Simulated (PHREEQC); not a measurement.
A solution holds 0.062 mol FeCl3 per kg of water, at 88 °C. Closed to the air; pH follows from the charge balance.

Equilibrium calculation in PHREEQC: ion-association model, phreeqc.dat.

Each row changes one thing in this solution. Precipitation was switched off in this run.

| case | pH | ionic strength (mol/kgw) | Cl- (mol/kgw) |
|---|---|---|---|
| as made | 1.68 | 0.252 | 0.154 |
| temperature from 88 to 40 °C | 1.85 | 0.261 | 0.152 |
| diluted 100-fold with water | 3.01 | 0.00207 | ? |
| FeCl3 from 0.062 to 0.31 mol/kgw | 1.63 | 0.971 | 0.645 |
| FeCl3 from 0.062 to 0.031 mol/kgw | ? | 0.133 | ? |
| FeCl3 replaced by KCl at the same molality | 6.21 | 0.0620 | 0.0620 |
| FeCl3 replaced by BaCl2 at the same molality | 6.19 | 0.186 | ? |

**Question.** Some entries are withheld; supply them.

**Answer.** 
- diluted 100-fold with water, Cl- (mol/kgw): 0.00186
- FeCl3 from 0.062 to 0.031 mol/kgw, pH: 1.83
- FeCl3 from 0.062 to 0.031 mol/kgw, Cl- (mol/kgw): 0.0825
- FeCl3 replaced by BaCl2 at the same molality, Cl- (mol/kgw): 0.124

The ionic strength passes 0.7 mol/kgw, the rough limit of the ion-association models, in FeCl3 from 0.062 to 0.31 mol/kgw. Species that the database lacks are ignored. Some of these states are supersaturated (in Hematite (slow to form), Goethite (slow to form), for instance). Away from 25 °C the constants follow the database's enthalpies or fits; those with neither stay at their 25 °C values.
